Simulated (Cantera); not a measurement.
An isothermal, constant-pressure homogeneous reactor starts with 0.302 % CH3OH, 5.29 % O2, 94.4 % N2, equivalence ratio 0.086, at 1250 K and 18.8 atm.

Computed with Cantera and GRI-Mech 3.0 (53 species, 325 reactions). GRI-Mech 3.0 was tuned for natural gas; its chemistry of methanol as a main component is partial and can be far from experiment. The pressure lies above the range GRI-Mech 3.0 was tuned for (to about 10 atm).

One state of this run: x CH3OH = 5.68e-6; x O2 = 0.0495; x NO2 = 7.41e-11; x HCO = 2.51e-10; x CH4 = 8.64e-8. x: mole fraction; the columns are a selection and need not sum to one.

Which value of t (s) does it belong to?
(A) 0.00248
(B) 0.00684
(C) 0.0189
(D) 0.000900

A, 0.00248
